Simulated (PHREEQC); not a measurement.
Buffer with buffer (model solution)

Solution A (0.15 mol NaH2PO4, 0.023 mol KOH and 0.014 mol KCl per kg of water) is mixed with solution B (0.0077 mol NaHSO4, 0.028 mol NH3 and 0.0057 mol NaCl per kg of water) at 10 °C; shares are by mass of water, 1 kg in all. Oxygen is held at 0.21 atm. The system is closed to CO2. The run lets Halite, Mirabilite precipitate or redissolve, and no other solid.

The series has 21 steps of share of solution B, from 0 to 1.

The numbers come from PHREEQC with the ion-association model, wateq4f.dat.

Question: Between which two steps does the pH jump most, and from what to what?

Answer: Between share of solution B = 0.85 and 0.9: from 7.92 to 9.29.

Complexes and solids missing from the database can't appear. H3PO4, which wateq4f.dat lacks, is added to it with the constant of phreeqc.dat. Away from 25 °C the constants follow the database's enthalpies or fits; those with neither stay at their 25 °C values.
